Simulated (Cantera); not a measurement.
**Stirred combustor or abatement burner**

A perfectly stirred reactor is fed with CO : H2 : CH4 : O2 : N2 = 1 : 0.59 : 0.035 : 1.14 : 4.28 (molar parts), equivalence ratio 0.76, at 7.40 bar; it is adiabatic with a 500 K inlet, and is followed from long to short residence time, starting on the burning branch (τ in s: 0.073, 0.033, 0.015, 0.0069, 0.0031, 0.0014, 0.00065, 0.0003, 0.00013, 6.1e-05, 2.8e-05, 1.3e-05).

Computed with Cantera and GRI-Mech 3.0 (53 species, 325 reactions).

```tsv
τ (s)	T (K)	x CO	x H2	x CH4	x CO2	x H	x C2H6	x O2
0.073	2312	0.00376	0.000425	4.57e-8	0.161	8.06e-5	<1e-12	0.0425
0.033	2313	0.00391	0.000439	9.84e-8	0.161	8.48e-5	<1e-12	0.0431
0.015	2313	0.00421	0.000467	2.08e-7	0.161	9.30e-5	<1e-12	0.0439
0.0069	2310	0.00478	0.000522	4.23e-7	0.160	0.000109	<1e-12	0.0446
0.0031	2301	0.00593	0.000635	8.47e-7	0.159	0.000144	<1e-12	0.0454
0.0014	2283	0.00802	0.000846	1.60e-6	0.157	0.000221	<1e-12	0.0465
0.00065	2254	0.0113	0.00119	2.81e-6	0.153	0.000376	2.70e-12	0.0480
0.00030	2208	0.0163	0.00172	4.87e-6	0.147	0.000676	6.92e-12	0.0502
0.00013	2139	0.0236	0.00253	8.97e-6	0.139	0.00127	1.91e-11	0.0536
6.1e-5	2055	0.0325	0.00347	1.64e-5	0.129	0.00215	5.25e-11	0.0578
2.8e-5	1938	0.0451	0.00467	3.40e-5	0.115	0.00340	1.87e-10	0.0640
1.3e-5	1762	0.0664	0.00644	9.39e-5	0.0918	0.00433	1.30e-9	0.0754
```
x: mole fraction; the columns are a selection and need not sum to one.
